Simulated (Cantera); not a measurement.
An isothermal, constant-pressure homogeneous reactor starts with CO : O₂ : H₂O : N₂ = 0.02 : 0.028 : 0.0055 : 1 (molar parts), equivalence ratio 0.36, at 1375 K and 1.00 bar. Integrator tolerance rtol = 1e-08.

Model: GRI-Mech 3.0 (53 species, 325 reactions), integrated in Cantera.

Q: What does this change do: pressure from 1.00 bar to 2.40 bar?

A: 
```tsv
quantity	before	after
x(CO) at 8.00 s	9.29e-8 (gas-phase equilibrium 9.31e-8)	6.00e-8 (gas-phase equilibrium 6.01e-8)
x(O₂) at 8.00 s	0.0172 (gas-phase equilibrium 0.0171)	0.0172 (gas-phase equilibrium 0.0171)
x(H₂O) at 8.00 s	0.00527 (gas-phase equilibrium 0.00527)	0.00527 (gas-phase equilibrium 0.00527)
x(H) at 8.00 s	3.83e-10 (gas-phase equilibrium 3.84e-10)	1.99e-10 (gas-phase equilibrium 1.99e-10)
x(H₂) at 8.00 s	1.24e-8 (gas-phase equilibrium 1.24e-8)	7.97e-9 (gas-phase equilibrium 8.00e-9)
x(NO₂) at 8.00 s	6.85e-9 (gas-phase equilibrium 4.60e-7)	6.41e-9 (gas-phase equilibrium 7.13e-7)
x(NO) at 8.00 s	2.95e-6 (gas-phase equilibrium 0.000199)	1.78e-6 (gas-phase equilibrium 0.000199)
```

Q: What does this change do: pressure from 1.00 bar to 1.60 bar?

A: 
| quantity | before | after |
|---|---|---|
| x(CO) at 8.00 s | 9.29e-8 (gas-phase equilibrium 9.31e-8) | 7.34e-8 (gas-phase equilibrium 7.36e-8) |
| x(O₂) at 8.00 s | 0.0172 (gas-phase equilibrium 0.0171) | 0.0172 (gas-phase equilibrium 0.0171) |
| x(H₂O) at 8.00 s | 0.00527 (gas-phase equilibrium 0.00527) | 0.00527 (gas-phase equilibrium 0.00527) |
| x(H) at 8.00 s | 3.83e-10 (gas-phase equilibrium 3.84e-10) | 2.70e-10 (gas-phase equilibrium 2.70e-10) |
| x(H₂) at 8.00 s | 1.24e-8 (gas-phase equilibrium 1.24e-8) | 9.77e-9 (gas-phase equilibrium 9.79e-9) |
| x(NO₂) at 8.00 s | 6.85e-9 (gas-phase equilibrium 4.60e-7) | 6.58e-9 (gas-phase equilibrium 5.82e-7) |
| x(NO) at 8.00 s | 2.95e-6 (gas-phase equilibrium 0.000199) | 2.24e-6 (gas-phase equilibrium 0.000199) |
